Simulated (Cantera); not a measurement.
SiH4 + N2 (silicon nitride deposition)

Feed: 1 mol SiH4, 1.5 mol N2.

Method: chemical equilibrium by Gibbs-energy minimisation in Cantera with the NASA 1993 tables (ideal gas, pure condensed phases). Candidate condensed phases: Si, Si3N4; 18 gas species. N2 is the only nitrogen source here; it is nearly inert below about 1500 K, so the nitride shown seldom forms there in practice. Mutual solubility and eutectic melting of coexisting phases are not modelled. The numbers say what is thermodynamically allowed, not how fast it happens.

Stable condensed phases:

```
T in K \ P in Pa
              5     15     45    140    410   1200   3700  11000  33000 100000
   1773       A      A      A      A      A      A      B      B      B      B
   1723       A      A      A      A      A      B      B      B      B      B
   1673       A      A      A      A      B      B      B      B      B      B
   1623       A      A      A      C      B      B      B      B      B      B
   1573       A      A      C      B      B      B      B      B      B      B
   1523       A      A      B      B      B      B      B      B      B      B
   1473       A      B      B      B      B      B      B      B      B      B
   1423       B      B      B      B      B      B      B      B      B      B
   1373       B      B      B      B      B      B      B      B      B      B
   1323       B      B      B      B      B      B      B      B      B      B
   1273       B      B      B      B      B      B      B      B      B      B
   1223       B      B      B      B      B      B      B      B      B      B
   1173       B      B      B      B      B      B      B      B      B      B
```

A: Si; B: Si3N4; C: Si + Si3N4.
